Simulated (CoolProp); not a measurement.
Vapour-liquid equilibrium of C2F6 (R116) (1) + R22 (2) at -21.75 °C; x and y are mole fractions of (1).

Computed with CoolProp (multi-fluid Helmholtz-energy mixture model, Lemmon 2006 and Kamei 1995; pair parameters Bell 2016).

```tsv
x	bubble pressure (kPa)	y at the bubble point	dew pressure at overall composition x (kPa)	liquid density (mol/L)
0.05	387.0	0.411	241.3	15.21
0.125	551.5	0.595	262.0	14.59
0.2	656.1	0.668	286.4	13.99
0.275	723.7	0.707	315.7	13.43
0.35	769.9	0.732	351.4	12.89
0.425	804.7	0.751	395.9	12.37
0.5	834.0	0.769	452.7	11.89
0.575	861.5	0.787	527.2	11.43
0.65	888.5	0.809	627.1	11.01
0.725	915.5	0.834	757.0	10.62
0.8	941.7	0.866	878.2	10.26
0.875	965.5	0.907	947.7	9.937
0.95	984.3	0.958	982.2	9.648
```

No azeotrope shows between x = 0.05 and 0.95.

The pair parameters rest on a limited set of measurements; away from them the model extrapolates. With so large a gap from Raoult's law the liquid may split in two, which this calculation doesn't test in full.
